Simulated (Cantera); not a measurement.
**N2O furnace oxynitridation**

An isothermal, constant-pressure homogeneous reactor starts with 97.0 % N2O, 3.01 % H2O, at 1298 K and 23000 Pa.

Computed with Cantera and GRI-Mech 3.0 (53 species, 325 reactions). GRI-Mech 3.0 was tuned for natural gas; its chemistry of N2O as a main component is partial and can be far from experiment. The mechanism lacks the step 2 NO + O2 → 2 NO2, which can matter for NO2 below about 1400 K. The temperature is held fixed by assumption; the heat of reaction is taken as removed at once.

| t (s) | x N2O | x H2O | x HO2 | x NO | x OH | x H2 |
|---|---|---|---|---|---|---|
| 0.000400 | 0.969 | 0.0301 | 2.15e-6 | 4.68e-5 | 1.02e-5 | 7.64e-9 |
| 0.000910 | 0.969 | 0.0300 | 6.72e-6 | 0.000108 | 1.78e-5 | 4.20e-8 |
| 0.00207 | 0.967 | 0.0300 | 9.39e-6 | 0.000240 | 2.48e-5 | 1.37e-7 |
| 0.00472 | 0.964 | 0.0300 | 7.66e-6 | 0.000522 | 2.97e-5 | 2.61e-7 |
| 0.0107 | 0.956 | 0.0299 | 5.76e-6 | 0.00114 | 3.42e-5 | 2.89e-7 |
| 0.0244 | 0.939 | 0.0297 | 4.08e-6 | 0.00252 | 3.84e-5 | 1.97e-7 |
| 0.0556 | 0.901 | 0.0294 | 2.58e-6 | 0.00563 | 4.25e-5 | 1.35e-7 |
| 0.126 | 0.824 | 0.0286 | 1.40e-6 | 0.0122 | 4.58e-5 | 1.12e-7 |
| 0.288 | 0.678 | 0.0271 | 6.60e-7 | 0.0245 | 4.70e-5 | 1.05e-7 |
| 0.655 | 0.453 | 0.0248 | 2.71e-7 | 0.0431 | 4.54e-5 | 1.10e-7 |
| 1.49 | 0.205 | 0.0223 | 9.93e-8 | 0.0625 | 4.07e-5 | 1.16e-7 |
| 3.39 | 0.0486 | 0.0207 | 3.68e-8 | 0.0725 | 3.03e-5 | 8.38e-8 |
| 7.72 | 0.00453 | 0.0203 | 1.67e-8 | 0.0734 | 1.34e-5 | 1.90e-8 |
| 17.6 | 5.26e-5 | 0.0202 | 1.46e-8 | 0.0731 | 7.34e-6 | 6.75e-9 |
| 40.0 | 1.26e-6 | 0.0202 | 1.46e-8 | 0.0731 | 7.25e-6 | 6.62e-9 |
x: mole fraction; the columns are a selection and need not sum to one.

Equilibrium at this temperature and pressure: N2O 1.29e-8, H2O 0.0202, HO2 1.59e-8, NO 0.000446, OH 7.46e-6, H2 6.23e-9 (gas phase only).
